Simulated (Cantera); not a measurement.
A Cantera script and what it prints.

```python
import numpy as np
import cantera as ct

gas_names = """
    B BCL BCL2 BCL3 BN BO BOCL BO2 B2 B2O B2O2 B2O3 B3O3CL3 CL CLO CL2 N NO NO2 NO3 N2 N2O O O2 O3
""".split()
cond_names = """
    B(b) B(L) BN(s) B2O3(L)
""".split()


# ... load() reads the species with a 1 bar reference pressure and builds the phases ...
atoms = {
    'BCl3': {'B': 1, 'CL': 3},
    'O2': {'O': 2},
    'N2': {'N': 2},
}
top_T = {'BN(s)': 3200}  # K; cautious upper limits of use, not melting points


# ... equilibrate(T, P, feed) seeds the gas with the atoms and calls Mixture.equilibrate('TP', solver="vcs", rtol=1e-11, max_steps=5000) ...
results = []
feed = {'BCl3': 1, 'O2': 2.7, 'N2': 13}  # mol
T = 2275  # K
P = 240  # Pa
mix = equilibrate(T, P, feed)
results.append((T, P, feed, dict(zip(mix.species_names, mix.species_moles))))
print(gas.report(threshold=1e-06))
for i in range(1, mix.n_phases):
    print(f"{mix.phase(i).name:16s} {mix.phase_moles(i):12.5e} mol")
```

Output:

```
       temperature   2275 K
          pressure   240 Pa
           density   0.00038249 kg/m^3
  mean mol. weight   30.145 kg/kmol
   phase of matter   gas

                          1 kg             1 kmol
                     ---------------   ---------------
          enthalpy        2.4378e+06        7.3489e+07  J
   internal energy        1.8104e+06        5.4574e+07  J
           entropy             10396        3.1339e+05  J/K
    Gibbs function       -2.1213e+07       -6.3947e+08  J
 heat capacity c_p            1171.5             35316  J/K
 heat capacity c_v            895.72             27002  J/K

                      mass frac. Y      mole frac. X     chem. pot. / RT
                     ---------------   ---------------   ---------------
                BO         0.0022668         0.0025489           -40.923
              BOCL         0.0027427          0.001328           -65.382
               BO2          0.035909          0.025287           -59.808
              B2O2        5.5861e-06        3.1406e-06           -81.845
              B2O3          0.027629          0.011964           -100.73
                CL           0.18569            0.1579           -24.459
               CLO         4.731e-05         2.772e-05           -43.345
               CL2        4.0554e-05        1.7243e-05           -48.918
                NO         0.0086065         0.0086464           -35.782
                N2           0.63745           0.68594           -33.792
                 O           0.01325          0.024966           -18.886
                O2          0.086369          0.081368           -37.772
     [  +13 minor]        7.7964e-07        8.5889e-07

B(b)              0.00000e+00 mol
BN(s)             0.00000e+00 mol
B2O3(L)           0.00000e+00 mol
```

Cantera equilibrium calculation (NASA polynomials, part measured and part estimated; ideal gas, pure solids and liquids). The tables' values for BOCl are old estimates; treat these amounts as uncertain.
